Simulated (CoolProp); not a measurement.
A single-stage vapour-compression cycle with hexamethyldisiloxane (MM): evaporating at 326.15 K (dew point), condensing at 353.15 K (bubble point), superheat 2 K, subcooling 0 K, compressor efficiency 0.7, no pressure losses. Each further row changes one setting.

Model: reference Helmholtz-energy equation of state, Thol 2016, in CoolProp.

```tsv
case	cooling COP	pressure ratio	discharge temperature (K)	refrigerating effect (kJ/kg)	volumetric capacity (kJ/m³)
as stated	[?]	2.70	353.1	165	199
evaporating temperature 331.15 K	[?]	[?]	353.1	172	251
condensing temperature 348.15 K	9.17	2.28	348.1	175	211
subcooling 5 K	7.65	2.70	353.1	175	211
superheat 12 K	7.46	2.70	354.2	[?]	211
compressor efficiency 0.6	[?]	2.70	353.1	165	199
```

Question: Fill in the missing entries.

Answer: 
- as stated, cooling COP: 7.21
- evaporating temperature 331.15 K, cooling COP: 9.28
- evaporating temperature 331.15 K, pressure ratio: 2.21
- superheat 12 K, refrigerating effect (kJ/kg): 181
- compressor efficiency 0.6, cooling COP: 6.18

The compression ends wet for: as stated; evaporating temperature 331.15 K; condensing temperature 348.15 K; subcooling 5 K; compressor efficiency 0.6.
